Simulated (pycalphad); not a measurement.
Computed with pycalphad from the COST 507 light-alloy database (1999), at 1 atm. These are 1990s assessments: newer ones move some temperatures and phases. Not assessed as a whole: an extrapolation from subsystems, which can miss ternary compounds. Amounts are mole fractions of atoms. Kinetics are ignored, which matters at the lower temperatures.

Give the equilibrium state of Mg-0.26Si-4.86Mn (at.%) at 970 K.

liquid, fraction 0.959, with 0.02 Si, 1.0 Mn at.%; β-Mn, fraction 0.041, with 5.8 Si, 94.1 Mn at.%.

Give the equilibrium state of Mg-0.26Si-4.86Mn (at.%) at 450 K.


```
T = 450.00 K, P = 101325 Pa, N = 1 mol of atoms
G = -15757 J/mol, H = 3744 J/mol, S = 43.34 J/(mol K)  (SER reference)
chemical potentials (J/mol): Mg -15553, Si -91196, Mn -15699
phase             fraction      x(Mg)      x(Si)      x(Mn)
HCP_A3              0.9489     0.9999   4.34e-14   5.42e-05
CBCC_A12            0.0457   2.27e-09     0.0391     0.9609
MN6SI               0.0054       none     0.1500     0.8500
```

Database names, with the compositions (at.%) that they take in these runs: MN6SI: Mn 85 Si 15. HCP_A3 is hcp; CBCC_A12 is α-Mn. An entry "none" or "no" means that the model of the phase leaves that element out.
